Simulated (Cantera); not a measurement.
## Premixed flame

A freely propagating, adiabatic, planar premixed flame of 41.2 % H2, 14.7 % O2, 44.1 % N2, unburnt at 423 K and 5.82 atm; mixture-averaged transport, grid criteria slope 0.08 and curve 0.16, no radiation.

Model: the H2/O2 subset of GRI-Mech 3.0, which has no nitrogen chemistry, integrated in Cantera. The hydrogen kinetics of GRI-Mech 3.0 are dated; newer H2 mechanisms differ, most at raised pressure. Burning velocities carry a grid error of a few per cent, more on coarse grids.

```csv
z (mm),T (K),u (m/s),x H2,x O2,x HO2,x O,x H2O,x H
-0.113,423,6.19,0.412,0.147,<1e-8,<1e-8,<1e-8,<1e-8
-0.0756,423,6.19,0.412,0.147,<1e-8,<1e-8,<1e-8,<1e-8
-0.0567,423,6.19,0.412,0.147,<1e-8,<1e-8,6.69e-8,<1e-8
-0.0378,424,6.19,0.411,0.147,5.69e-7,2.84e-8,3.17e-6,<1e-8
-0.0189,464,6.67,0.400,0.149,0.000284,4.66e-6,0.00105,5.80e-6
-0.00945,790,10.9,0.356,0.144,0.00127,0.000247,0.0267,0.00261
0,1309,17.4,0.273,0.111,0.000524,0.00246,0.108,0.0208
0.00945,1681,22.1,0.189,0.0584,0.000235,0.00524,0.206,0.0438
0.0189,1886,24.6,0.145,0.0258,9.61e-5,0.00552,0.265,0.0537
0.0378,2075,26.8,0.125,0.00763,2.63e-5,0.00450,0.300,0.0503
0.0756,2237,28.6,0.125,0.00338,1.11e-5,0.00292,0.314,0.0375
0.151,2373,30.1,0.127,0.00178,5.38e-6,0.00154,0.324,0.0254
0.302,2473,31.1,0.129,0.000818,2.25e-6,0.000701,0.332,0.0163
```
x: mole fraction of selected species; z is measured from the peak of heat release.

| Item | Result |
|---|---|
| laminar burning velocity | 619 cm/s |
| thermal thickness | 0.0378 mm |
| peak x(HO2) | 0.00142 |
| peak x(O) | 0.00560 |
| peak x(H) | 0.0544 |
| grid points | 113 |
